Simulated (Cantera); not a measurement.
Input (Python, Cantera):

```python
import numpy as np
import cantera as ct

gas = ct.Solution("gri30.yaml")
gas.TPX = 1723, 35000, {'CH4': 0.05, 'H2': 1, 'N2': 0.0049}
reactor = ct.IdealGasConstPressureReactor(gas, energy="off", clone=False)
net = ct.ReactorNet([reactor])
net.rtol, net.atol = 1e-08, 1e-18
show = ['CH4', 'H2', 'HCN', 'CH2', 'C2H4']
times = np.geomspace(3e-06, 20, 13)

steps = ct.SolutionArray(gas, extra=["t"])
rows = []
print(f"{'t/s':>10s}{'T/K':>9s}{'P/Pa':>11s}" + "".join(f"{s:>11s}" for s in show))
for t in times:
    while net.time < t:
        t_next = net.step()
        steps.append(gas.state, t=t_next)
    rows.append([np.interp(t, steps.t, y) for y in (steps.T, steps.P, *steps(*show).X.T)])
    print(f"{t:10.3e}{rows[-1][0]:9.1f}{rows[-1][1]:11.4g}" + "".join(f"{x:11.3e}" for x in rows[-1][2:]))
rate = np.gradient(steps.T, steps.t)
print("integrator steps:", len(steps.t))
if steps.T.max() > steps.T[0] + 200:
    print(f"time of steepest temperature rise: {steps.t[rate.argmax()]:.4e} s")
gas.TPX = 1723, 35000, {'CH4': 0.05, 'H2': 1, 'N2': 0.0049}
gas.equilibrate("TP")
print(f"equilibrium (TP): T = {gas.T:.1f} K  " + "  ".join(f"{s} {gas[s].X[0]:.3e}" for s in show))
```

Output:

```
       t/s      T/K       P/Pa        CH4         H2        HCN        CH2       C2H4
 3.000e-06   1723.0    3.5e+04  4.740e-02  9.480e-01  1.454e-19  9.077e-13  1.060e-12
 1.111e-05   1723.0    3.5e+04  4.739e-02  9.480e-01  2.079e-18  1.975e-11  8.764e-11
 4.116e-05   1723.0    3.5e+04  4.738e-02  9.479e-01  4.451e-17  3.276e-10  5.267e-09
 1.524e-04   1723.0    3.5e+04  4.733e-02  9.479e-01  3.663e-15  4.527e-09  2.884e-07
 5.646e-04   1723.0    3.5e+04  4.715e-02  9.478e-01  4.392e-13  4.098e-08  1.336e-05
 2.091e-03   1723.0    3.5e+04  4.661e-02  9.480e-01  9.718e-12  7.966e-08  9.681e-05
 7.746e-03   1723.0    3.5e+04  4.480e-02  9.489e-01  5.012e-11  7.741e-08  1.160e-04
 2.869e-02   1723.0    3.5e+04  3.911e-02  9.519e-01  1.884e-10  6.914e-08  1.289e-04
 1.063e-01   1723.0    3.5e+04  2.650e-02  9.586e-01  5.905e-10  4.948e-08  1.689e-04
 3.936e-01   1723.0    3.5e+04  1.224e-02  9.661e-01  1.447e-09  2.461e-08  2.335e-04
 1.458e+00   1723.0    3.5e+04  5.649e-03  9.696e-01  2.908e-09  1.190e-08  2.706e-04
 5.400e+00   1723.0    3.5e+04  4.959e-03  9.700e-01  6.711e-09  1.051e-08  2.748e-04
 2.000e+01   1723.0    3.5e+04  4.958e-03  9.700e-01  2.129e-08  1.051e-08  2.748e-04
integrator steps: 802
equilibrium (TP): T = 1723.0 K  CH4 4.726e-03  H2 9.701e-01  HCN 3.938e-03  CH2 1.002e-08  C2H4 2.496e-04
```

Detailed kinetics in Cantera: GRI-Mech 3.0 (53 species, 325 reactions). GRI-Mech 3.0 stops at C3 and has no aromatics, soot or wall deposition, so with more carbon than oxygen in the feed, carbon stays in small species such as C2H2 where larger ones or solid carbon would form.
